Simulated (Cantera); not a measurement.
Feed: 1 mol PbO, 0.067 mol CO, 0.92 mol N2, 0.02 mol O2, equilibrated at 1027 °C and 54.0 mbar.

These are equilibrium values from Cantera (NASA tables, ideal gas, pure condensed phases), not measurements of a reactor. Candidate condensed phases: C, Pb, PbO, PbO2, Pb3O4; 27 gas species. Gases not in the tables: (PbO)n polymers. Equilibrium is a limit: real reactors are often held back by kinetics, nucleation or transport.

Base state: N2 0.900, CO2 0.0655, Pb 0.0264, PbO 0.00836, CO 3.04e-5 (mole fractions); condensed: PbO(l).

Question: What changes in the equilibrium state with this change: O2 from 0.02 to 0.16 mol?

Answer: 
```tsv
species	before	after
N2	0.900	0.819
O2	2.01e-6	0.113
CO2	0.0655	0.0597
Pb	0.0264	0.000112
PbO	0.00836	0.00836
CO	3.04e-5	1.17e-7
NO	1.31e-6	0.000295
PbO(l), mol	0.964	0.990
```

Question: What changes in the equilibrium state with this change: temperature from 1027 °C to 775 °C?

Answer: 
| species | before | after |
|---|---|---|
| N2 | 0.900 | 0.931 |
| CO2 | 0.0655 | 0.0678 |
| Pb | 0.0264 | 0.000828 |
| PbO | 0.00836 | 2.58e-5 |
| CO | 3.04e-5 | 9.95e-6 |
| PbO(l), mol | 0.964 | 0 |
| Pb(l), mol | 0 | 0.0262 |
| PbO(yellow), mol | 0 | 0.973 |
Mutual solubility and eutectic melting of coexisting phases are not modelled.

Question: What changes in the equilibrium state with this change: CO from 0.067 to 0.24 mol?

Answer: 
```json
[
 {"species": "N2", "before": "0.900", "after": "0.748"},
 {"species": "CO2", "before": "0.0655", "after": "0.195"},
 {"species": "Pb", "before": "0.0264", "after": "0.0486"},
 {"species": "CO", "before": "3.04e-5", "after": "0.000167"},
 {"species": "PbO", "before": "0.00836", "after": "0.00836"},
 {"species": "PbO(l), mol", "before": "0.964", "after": "0.790"},
 {"species": "Pb(l), mol", "before": "0", "after": "0.140"}
]
```
Each liquid is taken as pure. Mutual solubility and eutectic melting of coexisting phases are not modelled.
